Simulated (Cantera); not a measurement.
A jet of H₂ : O₂ : N₂ = 0.031 : 0.093 : 0.79 (molar parts), equivalence ratio 0.17 at 300 K and 0.0320 bar hits a platinum plate 4.6 cm away at a mass flux of 0.15 kg/m²/s; the plate temperature is set and raised in steps from an oxygen-covered start.

Cantera simulation using Deutschmann's 1995 Pt surface mechanism with GRI-Mech 3.0 gas chemistry; the numbers are that mechanism's predictions, not measurements. Catalytic surfaces can have several steady states; this one follows from the mechanism file's or the stated starting coverage.

x: mole fraction at the wall; θ: surface coverage.

| plate T (K) | wall x H₂ | wall x O₂ | wall x H₂O | wall x OH | θ free Pt | θ O* | θ OH* |
|---|---|---|---|---|---|---|---|
| 700 | 0.00578 | 0.0715 | 0.0544 | <1e-8 | 0.148 | 0.849 | 0.00295 |
| 750 | 0.00555 | 0.0714 | 0.0545 | <1e-8 | 0.161 | 0.837 | 0.00223 |
| 800 | 0.00497 | 0.0708 | 0.0553 | <1e-8 | 0.190 | 0.808 | 0.00180 |
| 850 | 0.00421 | 0.0701 | 0.0566 | 2.03e-8 | 0.238 | 0.761 | 0.00153 |
| 900 | [?] | 0.0694 | 0.0576 | [?] | [?] | [?] | [?] |
| 950 | [?] | 0.0689 | 0.0583 | [?] | [?] | [?] | [?] |
| 1000 | 0.00264 | 0.0686 | 0.0588 | 4.69e-7 | 0.436 | 0.563 | 0.000983 |
| 1050 | 0.00236 | 0.0683 | 0.0591 | 1.07e-6 | 0.505 | 0.494 | 0.000840 |

**Question.** Some entries are withheld; supply them.

**Answer.** 
- 900, wall x H₂: 0.00353
- 900, wall x OH: 6.57e-8
- 900, θ free Pt: 0.299
- 900, θ O*: 0.700
- 900, θ OH*: 0.00132
- 950, wall x H₂: 0.00301
- 950, wall x OH: 1.86e-7
- 950, θ free Pt: 0.366
- 950, θ O*: 0.632
- 950, θ OH*: 0.00114
